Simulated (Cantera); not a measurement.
Input: 1 mol borazine, 0.34 mol O2, 6.9 mol H2, held at 2100 °C and 100 Torr.

Cantera equilibrium calculation (NASA polynomials, part measured and part estimated; ideal gas, pure solids and liquids). Candidate condensed phases: B, BN, B2O3, B3O3H3, H2O; 39 gas species. The feed counts by its element totals alone. Mutual solubility and eutectic melting of coexisting phases are not modelled. The tables' values for BH2 are old estimates; treat these amounts as uncertain. Gases not in the tables: B2H6 and higher boranes. Equilibrium is a limit: real reactors are often held back by kinetics, nucleation or transport.

Base state: H2 0.807, N2 0.101, HBO 0.0358, H 0.0344, BO 0.0162, B2O2 0.00271, BH2 0.00222, B2O 0.000507 (mole fractions); condensed: B(l) + BN(s).

Question: What changes in the equilibrium state with this change: pressure from 100 Torr to 750 Torr?

Answer: 
```
species       before     after
----------  --------  --------
H2             0.807     0.894
HBO           0.0358    0.0468
N2             0.101    0.0325
H             0.0344    0.0132
BO            0.0162   0.00733
B           0.000180   1.54e-5
B2O3         1.62e-5  0.000132
BN           1.00e-5   1.33e-6
HBO2         3.50e-5  0.000242
B(l), mol       1.65         0
BN(s), mol     0.640      2.31
```
